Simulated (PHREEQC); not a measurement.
A solution holds 120 mmol/kgw NaHSO4 and 6.8 mmol/kgw NaF, at 41 °C. Closed to the air; pH follows from the charge balance.

Equilibrium calculation in PHREEQC: ion-association model, wateq4f.dat.

```json
{
  "pH": "1.49",
  "ionic_strength": "0.201 mol/kgw",
  "total_alkalinity": "-120 meq/kg"
}
```

| species | molality | activity | log γ |
|---|---|---|---|
| Na+ | 0.119 | 0.0879 | -0.133 |
| HSO4- | 0.0723 | 0.0522 | -0.141 |
| H+ | 0.0411 | 0.0326 | -0.101 |
| SO4-2 | 0.0403 | 0.0114 | -0.548 |
| NaSO4- | 0.00747 | 0.00553 | -0.131 |
| HF | 0.00651 | 0.00682 | 0.020 |
| F- | 0.000148 | 0.000104 | -0.155 |
| H2F2 | 6.39e-5 | 6.69e-5 | 0.020 |
| NaF | 5.01e-6 | 5.25e-6 | 0.020 |
| HF2- | 4.26e-6 | 2.98e-6 | -0.155 |

This is a speciation only: nothing precipitates in the calculation. At this temperature some constants are extrapolated from 25 °C, and those without enthalpy data are left unchanged.
